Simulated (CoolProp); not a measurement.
Vapour-liquid equilibrium of R1234yf (1) + R227EA (2) at 1.63 bar; x and y are mole fractions of (1).

Values from CoolProp's multi-fluid Helmholtz-energy mixture model, Lemmon 2022 and Lemmon 2016; pair parameters Bell 2016.

Problem. Give the bubble temperature and the first vapour's composition at x = 0.35, 0.65, 0.95. Is there an azeotrope?

Solution. x = 0.35: -10.2 °C, y = 0.466; x = 0.65: -14.1 °C, y = 0.751; x = 0.95: -17.5 °C, y = 0.969. No azeotrope shows between x = 0.05 and 0.95.

The pair parameters rest on a limited set of measurements; away from them the model extrapolates.
